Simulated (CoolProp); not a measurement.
Vapour-liquid equilibrium of R143a (1) + dimethyl ether (2) at 244.1 K; x and y are mole fractions of (1).

Values from CoolProp's multi-fluid Helmholtz-energy mixture model, Lemmon and Jacobsen 2000 and Wu 2011; pair parameters Bell 2016.

```csv
x,bubble pressure (bar),y at the bubble point,dew pressure at overall composition x (bar),liquid density (mol/L)
0.05,0.9267,0.137,0.8687,15.93
0.125,1.053,0.294,0.9183,15.70
0.2,1.171,0.415,0.9735,15.47
0.275,1.284,0.510,1.035,15.25
0.35,1.392,…,1.105,15.03
0.425,1.496,0.656,1.183,14.81
0.5,1.597,…,1.271,14.60
0.575,1.695,0.767,1.372,14.39
0.65,1.792,0.815,1.486,14.18
0.725,1.886,…,1.615,13.98
0.8,1.981,0.899,1.761,13.78
0.875,2.075,0.938,1.924,13.59
0.95,2.169,0.976,2.104,…
```

Q: Some entries are withheld; supply them.

A: 
- 0.35, y at the bubble point: 0.589
- 0.5, y at the bubble point: 0.715
- 0.725, y at the bubble point: 0.858
- 0.95, liquid density (mol/L): 13.40

No azeotrope shows between x = 0.05 and 0.95.

Pair parameters are fitted to limited data, so mixtures are less certain than the pure fluids.
